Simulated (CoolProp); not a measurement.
Properties of the fluoroketone C6F12O (FK-5-1-12) along the isotherm 500 K (Tc = 441.8 K, pc = 1869 kPa, ω = 0.471).

Values from CoolProp's reference Helmholtz-energy equation of state, McLinden 2015.

```tsv
p (kPa)	phase	Z	cp (kJ/(kg K))	isothermal compressibility (1/MPa)
14.8	gas	0.9983	1.065	67.69
22.3	gas	0.9974	1.065	44.96
33.6	gas	0.9960	1.065	29.88
50.7	gas	0.9940	1.066	19.84
76.5	gas	0.9910	1.067	13.19
115	gas	0.9864	1.068	8.816
174	gas	0.9794	1.069	5.868
263	gas	0.9688	1.072	3.926
396	gas	___	1.077	___
598	gas	0.9283	1.084	1.804
902	gas	0.8905	1.097	1.251
1360	gas	0.8309	1.124	0.8967
2050	supercritical	___	1.188	0.6858
3100	supercritical	0.5840	1.368	___
4670	supercritical	0.4952	1.424	0.1929
```

Q: Some entries are withheld; supply them.

A: 
- 396, Z: 0.9529
- 396, isothermal compressibility (1/MPa): 2.652
- 2050, Z: 0.7343
- 3100, isothermal compressibility (1/MPa): 0.5442
